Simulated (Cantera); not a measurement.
Input: 1 mol Cr, 5.9 mol O2, at 1.00 bar.

Equilibrium computed with Cantera from the NASA thermochemical tables; the gas is ideal and each condensed phase is pure. Candidate condensed phases: Cr, Cr2O3; 7 gas species. Kinetics and transport are ignored.

x: gas mole fraction; n: condensed amount in mol.

```
T (K)   x O2    x CrO2       x O     x CrO  n Cr2O3(s)  n Cr2O3(l)
-----  -----  --------  --------  --------  ----------  ----------
1150    1.00    <1e-12   8.31e-9    <1e-12       0.500           0
1300    1.00         …         …    <1e-12       0.500           0
1450   1.000  6.91e-10   2.01e-6    <1e-12       0.500           0
1600   1.000   2.69e-8   1.45e-5    <1e-12       0.500           0
1750   1.000   5.50e-7   7.48e-5  4.63e-11       0.500           0
1900   1.000   6.87e-6  0.000298   2.40e-9       0.500           0
2050   0.999   5.84e-5  0.000973   6.89e-8       0.500           0
2200   0.997  0.000366   0.00270   1.23e-6       0.498           0
2350   0.991         …         …         …       0.494           0
2500   0.977   0.00717    0.0143  0.000136       0.477           0
2650   0.945    0.0229    0.0283  0.000902           0       0.430
2800   0.884    0.0567    0.0511   0.00437           0       0.320
```

Task: Complete the blanks.

Result: 
- 1300, x CrO2: 7.41e-12
- 1300, x O: 1.77e-7
- 2350, x CrO2: 0.00179
- 2350, x O: 0.00657
- 2350, x CrO: 1.51e-5
